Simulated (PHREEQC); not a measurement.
Synthetic water in mg/kgw, 20 °C, pH 5.77, pe 9:

```csv
constituent,mg/kgw
Na,0.0202
K,0.013
Ca,0.053
Mg,0.0237
Cl,0.0513
S(6) as SO4,0.112
Alkalinity as HCO3,0.124
O(0) (dissolved oxygen),0.000648
Si as SiO2,0.000708
Ni,0.000226
Li,0.000613
N(5) as NO3,0.000251
```

Valence states are taken as typed.

All values are PHREEQC results (ion-association model, wateq4f.dat), not measurements.

```
quantity                    before     after
------------------------  --------  --------
ionic strength (mol/kgw)   1.10e-5   1.10e-5
CO2 (mol/kgw)              1.52e-5   1.22e-5
HCO3- (mol/kgw)            3.73e-6   3.71e-6
CaSO4 (mol/kgw)           2.84e-10  3.54e-10
MgSO4 (mol/kgw)           2.26e-10  4.18e-10
HSO4- (mol/kgw)           1.71e-10  3.04e-10
SI of Quartz (SiO2)          -3.87     -4.22
```

### Question
Which change was made?
A. Alkalinity from 0.124 to 0.062 mg/kgw
B. pH from 5.77 to 5.5 at the same alkalinity
C. temperature from 20 to 45 °C at the same typed pH
D. all concentrations times 4 at the same typed pH

### Answer
C, temperature from 20 to 45 °C at the same typed pH

Precipitation was switched off in this run. At this temperature some constants are extrapolated from 25 °C, and those without enthalpy data are left unchanged.
